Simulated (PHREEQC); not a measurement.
Dissolve 96 mmol/kgw Cu(NO3)2, 99 mmol/kgw H2SO4 and 3.4 mmol/kgw KCl at 25 °C. Closed to the air; pH follows from the charge balance.

All values are PHREEQC results (ion-association model, phreeqc.dat), not measurements.

Each row changes one thing in this solution. This is a speciation only: nothing precipitates in the calculation.

| case | pH | ionic strength (mol/kgw) |
|---|---|---|
| as made | 0.98 | 0.395 |
| diluted 5-fold with water | 1.59 | 0.0851 |
| KCl from 0.0034 to 0.034 mol/kgw | 0.98 | 0.424 |
| H2SO4 left out | 4.23 | 0.291 |
| diluted 100-fold with water | 2.76 | 0.00535 |
| KCl left out | 0.98 | 0.391 |
| Cu(NO3)2 left out | 1.02 | 0.141 |
| Cu(NO3)2 from 0.096 to 0.0864 mol/kgw | 0.98 | 0.368 |
| KCl replaced by MgCl2 at the same molality | 0.98 | 0.400 |
